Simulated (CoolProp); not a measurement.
Saturation properties of octamethyltrisiloxane (MDM).

The numbers come from the reference Helmholtz-energy equation of state, Thol 2017 in CoolProp.

```tsv
T (K)	p (kPa)	liquid density (kg/m³)	vapour density (kg/m³)	liquid cp (kJ/(kg K))	surface tension (mN/m)
414.7	75.40	688.7	5.503	(withheld)	7.13
421.5	90.82	(withheld)	6.582	2.101	(withheld)
428.3	108.6	671.8	7.825	2.120	6.20
435.1	128.9	(withheld)	(withheld)	(withheld)	(withheld)
441.9	152.1	654.1	10.88	2.159	5.31
448.7	178.4	644.9	12.73	2.180	4.88
455.5	207.9	635.5	14.84	2.201	4.47
462.2	240.6	625.9	17.19	(withheld)	4.07
469	277.6	615.9	19.89	2.245	3.68
```

Some entries are withheld; supply them.


- 414.7, liquid cp (kJ/(kg K)): 2.082
- 421.5, liquid density (kg/m³): 680.3
- 421.5, surface tension (mN/m): 6.66
- 435.1, liquid density (kg/m³): 663.1
- 435.1, vapour density (kg/m³): 9.249
- 435.1, liquid cp (kJ/(kg K)): 2.139
- 435.1, surface tension (mN/m): 5.75
- 462.2, liquid cp (kJ/(kg K)): 2.222

It boils at 425.6 K under 1 atm.

Surface tension comes from a separate correlation (Mulero 2014), older than this fluid's equation and unchecked against measurements.
